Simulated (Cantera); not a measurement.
An adiabatic, constant-pressure homogeneous reactor starts with H2 : O2 : N2 = 1 : 0.278 : 1.04 (molar parts), at 1325 K and 1.01 bar. Integrator tolerance rtol = 1e-08.

Model: the H2/O2 subset of GRI-Mech 3.0, which has no nitrogen chemistry, integrated in Cantera.

Q: What does this change do: constant volume in place of constant pressure?

A: 
```csv
quantity,before,after
time of steepest temperature rise,26.6 µs,26.0 µs
temperature at 5.00 s,2753 K,2939 K
equilibrium temperature,2753 K,2939 K
x(H2) at 5.00 s,0.204 (gas-phase equilibrium 0.204),0.202 (gas-phase equilibrium 0.202)
x(O2) at 5.00 s,0.000505 (gas-phase equilibrium 0.000505),0.000959 (gas-phase equilibrium 0.000959)
x(O) at 5.00 s,0.00101 (gas-phase equilibrium 0.00101),0.00199 (gas-phase equilibrium 0.00199)
x(H2O2) at 5.00 s,6.64e-8 (gas-phase equilibrium 6.64e-8),1.71e-7 (gas-phase equilibrium 1.71e-7)
x(HO2) at 5.00 s,4.51e-7 (gas-phase equilibrium 4.51e-7),1.24e-6 (gas-phase equilibrium 1.24e-6)
```

Q: What does this change do: H2 1 to 0.4 parts?

A: 
```csv
quantity,before,after
time of steepest temperature rise,26.6 µs,24.9 µs
temperature at 5.00 s,2753 K,2675 K
equilibrium temperature,2753 K,2675 K
x(H2) at 5.00 s,0.204 (gas-phase equilibrium 0.204),0.0136 (gas-phase equilibrium 0.0136)
x(O2) at 5.00 s,0.000505 (gas-phase equilibrium 0.000505),0.0487 (gas-phase equilibrium 0.0487)
x(O) at 5.00 s,0.00101 (gas-phase equilibrium 0.00101),0.00716 (gas-phase equilibrium 0.00716)
x(H2O2) at 5.00 s,6.64e-8 (gas-phase equilibrium 6.64e-8),5.09e-7 (gas-phase equilibrium 5.09e-7)
x(HO2) at 5.00 s,4.51e-7 (gas-phase equilibrium 4.51e-7),1.11e-5 (gas-phase equilibrium 1.11e-5)
```
